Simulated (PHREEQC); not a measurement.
0.011 g of hydrous ferric oxide (600 m²/g; 0.2 weak and 0.005 strong sites per Fe, Dzombak-Morel constants, diffuse double layer) in 1 kg of water with 0.05 mol/kgw of an inert sodium salt and 1.3e-07 mol/kgw CuSO4, at 25 °C; the pH is set by adding NaOH or the inert anion's acid. O2 is buffered at 0.21 atm. CO2 from the air is kept out. No solid was allowed to form.

Base run: PHREEQC, ion-association model, wateq4f.dat. Each further column changes one thing. The table gives Cu sorbed (%).

| pH | base | no electrostatic term (-no_edl) | background salt from 0.05 to 0.005 mol/kgw | oxide from 0.011 to 0.055 g/kgw |
|---|---|---|---|---|
| 3 | 0.0 | 0.0 | 0.0 | 0.0 |
| 3.5 | 0.0 | 0.0 | 0.0 | ? |
| 4.5 | 0.9 | 1.4 | ? | 4.4 |
| 5 | 6.6 | 12.3 | 5.9 | ? |
| 5.5 | 33.7 | 56.3 | 31.7 | 72.3 |
| 6.5 | 95.9 | 99.0 | 96.0 | 99.2 |
| 7 | 99.0 | ? | 99.0 | 99.8 |
| 7.5 | 99.4 | 99.8 | 99.3 | 99.9 |
| 8.5 | 99.2 | 98.2 | 99.3 | 99.9 |
| 9 | 99.0 | 91.8 | 99.2 | 99.8 |

Fill in the missing entries.


- 3.5, oxide from 0.011 to 0.055 g/kgw: 0.1
- 4.5, background salt from 0.05 to 0.005 mol/kgw: 0.8
- 5, oxide from 0.011 to 0.055 g/kgw: 26.2
- 7, no electrostatic term (-no_edl): 99.7

The database's constant for dissolved Cu(OH)2 is higher than later reviews accept. The oxide is taken as insoluble; below pH 4 it would dissolve.
